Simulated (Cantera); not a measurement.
Input: 1 mol Ti(OiPr)4, 0.96 mol H2O, equilibrated at 1000 Pa.

These are equilibrium values from Cantera (NASA tables, ideal gas, pure condensed phases), not measurements of a reactor. Candidate condensed phases: C, C6H6, C7H8, C8H18, H2O, Ti, TiC, TiO, TiO2, Ti2O3, Ti3O5, Ti4O7; 113 gas species. The feed counts by its element totals alone. TiC: taken at fixed stoichiometry. Condensed phases not in the tables: Magnéli phases beyond Ti4O7. Equilibrium is a limit: real reactors are often held back by kinetics, nucleation or transport.

x: gas mole fraction; n: condensed amount in mol.

```csv
T (°C),x H2,x CO,x H,x C2H2 (acetylene),x CH4,x H2O,n C(graphite),n TiO2(rutile),n Ti4O7(s),n Ti3O5(s),n TiC(s)
727,0.834,0.165,2.07e-8,9.52e-10,…,0.000542,9.04,1.00,0,0,0
827,0.823,0.177,2.35e-7,1.10e-8,…,0.000130,8.79,0,0.250,0,0
927,0.819,0.180,1.79e-6,8.41e-8,…,3.84e-5,8.71,0,0,0.333,0
1027,0.751,0.249,9.59e-6,4.33e-7,…,1.70e-5,6.04,0,0,0,1.00
1127,0.751,0.249,4.22e-5,1.89e-6,…,6.96e-6,6.04,0,0,0,1.00
1227,0.751,0.249,0.000153,6.78e-6,…,3.21e-6,6.04,0,0,0,1.00
1327,0.751,0.249,0.000471,2.06e-5,…,1.63e-6,6.04,0,0,0,1.00
1427,0.750,0.249,0.00128,5.50e-5,…,9.00e-7,6.04,0,0,0,1.00
1527,0.748,0.249,0.00310,0.000131,…,5.30e-7,6.03,0,0,0,1.00
1627,0.745,0.248,0.00685,0.000284,…,3.30e-7,6.03,0,0,0,1.00
1727,0.738,0.247,0.0140,0.000567,…,2.14e-7,6.02,0,0,0,1.000
1827,0.727,0.246,0.0266,0.00105,…,1.43e-7,6.00,0,0,0,1.000
```

**Question.** Some entries are withheld; supply them.

**Answer.** 
- 727, x CH4: 0.000664
- 827, x CH4: 0.000243
- 927, x CH4: 0.000106
- 1027, x CH4: 4.43e-5
- 1127, x CH4: 2.44e-5
- 1227, x CH4: 1.45e-5
- 1327, x CH4: 9.20e-6
- 1427, x CH4: 6.16e-6
- 1527, x CH4: 4.31e-6
- 1627, x CH4: 3.12e-6
- 1727, x CH4: 2.31e-6
- 1827, x CH4: 1.74e-6
